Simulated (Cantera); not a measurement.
Input: 1 mol CaO, a varied amount of NF3, 33 mol H2, held at 1050 °C and 1900 Pa.

Equilibrium computed with Cantera from the NASA thermochemical tables; the gas is ideal and each condensed phase is pure. Candidate condensed phases: Ca, CaF2, CaO, Ca(OH)2, H2O; 47 gas species. Rates play no part.

log p: log10 of the partial pressure in bar; n: condensed amount in mol.

| n(NF3) (mol) | log p H2 | log p HF | log p N2 | log p H2O | log p H | log p CaF2 | n CaF2(s) |
|---|---|---|---|---|---|---|---|
| 1.4 | -1.77 | -2.92 | -3.42 | -3.26 | -6.69 | -7.55 | 1.000 |
| 1.8 | -1.79 | -2.74 | -3.32 | -3.27 | -6.69 | -7.55 | 1.000 |
| 2.2 | -1.81 | -2.62 | -3.24 | -3.28 | -6.70 | -7.55 | 1.000 |
| 2.7 | -1.83 | -2.51 | -3.16 | -3.29 | -6.71 | -7.55 | 1.000 |
| 3.4 | -1.86 | -2.40 | -3.08 | -3.31 | -6.73 | -7.55 | 1.000 |
| 4.2 | -1.90 | -2.30 | -3.01 | -3.33 | -6.75 | -7.55 | 1.000 |
| 5.3 | -1.95 | -2.21 | -2.93 | -3.35 | -6.77 | -7.55 | 1.000 |
| 6.5 | ___ | ___ | ___ | -3.37 | -6.80 | -7.55 | 1.000 |
| 8.2 | -2.09 | -2.05 | -2.79 | -3.41 | -6.84 | -7.55 | 1.000 |
| 10 | -2.18 | -1.99 | -2.74 | -3.44 | -6.89 | -7.55 | 1.000 |
| 13 | -2.35 | -1.92 | -2.67 | -3.48 | -6.98 | -7.55 | 1.000 |
| 16 | ___ | -1.86 | -2.62 | -3.53 | ___ | -7.55 | 1.000 |
| 20 | -3.10 | -1.82 | -2.58 | -3.58 | -7.35 | -7.55 | 1.000 |

**Question.** Fill in the missing entries.

**Answer.** 
- 16, log p H2: -2.57
- 16, log p H: -7.09
- 6.5, log p H2: -2.01
- 6.5, log p HF: -2.13
- 6.5, log p N2: -2.86
